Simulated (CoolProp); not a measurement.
Vapour-liquid equilibrium of CHF3 (R23) (1) + R125 (2) at 273.2 K; x and y are mole fractions of (1).

Model: multi-fluid Helmholtz-energy mixture model, Penoncello 2003 and Lemmon 2005; pair parameters Bell 2016, in CoolProp.

Q: Give the bubble pressure and the first vapour's composition at x = 0.05, 0.425, 0.8. Is there an azeotrope?

A: x = 0.05: 0.7443 MPa, y = 0.126; x = 0.425: 1.357 MPa, y = 0.660; x = 0.8: 2.064 MPa, y = 0.904. No azeotrope shows between x = 0.05 and 0.95.

The pair parameters rest on a limited set of measurements; away from them the model extrapolates.
